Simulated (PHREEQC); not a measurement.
Synthetic water in mmol/kgw, 25 °C, pH 3.09, pe 10.8:

```json
[
 {"constituent": "Na", "mmol/kgw": "74.2"},
 {"constituent": "K", "mmol/kgw": "11"},
 {"constituent": "Ca", "mmol/kgw": "0.584"},
 {"constituent": "Mg", "mmol/kgw": "3.78"},
 {"constituent": "Cl", "mmol/kgw": "15.2"},
 {"constituent": "S(6)", "mmol/kgw": "41.6"},
 {"constituent": "Fe(3)", "mmol/kgw": "0.0434"}
]
```

Cl is adjusted to close the charge balance.
Valence states are taken as typed.

Computed with PHREEQC (ion-association model, wateq4f.dat).

No solid was allowed to form.

### Question
Order these Fe species by the share of Fe that they hold, largest first: FeSO4+, FeOH+2, Fe(OH)2+, Fe+3, Fe(SO4)2-.

### Answer
FeSO4+ (68 %), Fe(SO4)2- (17 %), FeOH+2 (9.3 %), Fe+3 (2.5 %), Fe(OH)2+ (1.7 %)

The pH is 3.09 and the ionic strength 0.121 mol/kgw. The solution is supersaturated, for example in Jarosite-K, Hematite (slow to form), so a real one may precipitate; this is no full list.
